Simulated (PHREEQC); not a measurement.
0.12 g of hydrous ferric oxide (600 m²/g; 0.2 weak and 0.005 strong sites per Fe, Dzombak-Morel constants, diffuse double layer) in 1 kg of water with 0.001 mol/kgw of an inert sodium salt and 9.2e-06 mol Ag2SO4, at 25 °C; the pH is set by adding NaOH or the inert anion's acid. O2 is buffered at 0.21 atm. No CO2 enters from the air. No solid was allowed to form.

Base run: PHREEQC, ion-association model, wateq4f.dat. Each further column changes one thing. The table gives Ag sorbed (%).

```csv
pH,base,no electrostatic term (-no_edl),background salt from 0.001 to 0.0001 mol/kgw,oxide from 0.12 to 0.6 g/kgw,0.00053 mol/kgw NiCl2 added
3,0.0,0.0,0.0,0.0,0.0
3.38,0.0,0.0,0.0,0.1,0.0
4.12,0.1,0.0,0.1,0.5,0.0
4.5,0.3,0.0,0.3,1.3,0.1
5.25,1.5,0.0,1.6,7.4,0.4
5.62,3.4,0.1,3.5,15.3,0.5
6.38,13.0,2.9,13.2,46.4,0.3
6.75,20.1,10.2,20.3,64.0,0.3
7.5,33.1,31.6,33.2,88.9,0.6
7.88,38.5,38.3,38.6,94.8,0.7
8.62,54.6,52.4,54.9,99.0,0.8
9,67.7,59.6,68.1,99.6,0.9
```

The oxide is taken as insoluble; below pH 4 it would dissolve. In at least one series the solution becomes supersaturated in solids that the run did not let form, among them Ni(OH)2, Ni4(OH)6SO4, Cerargyrite.
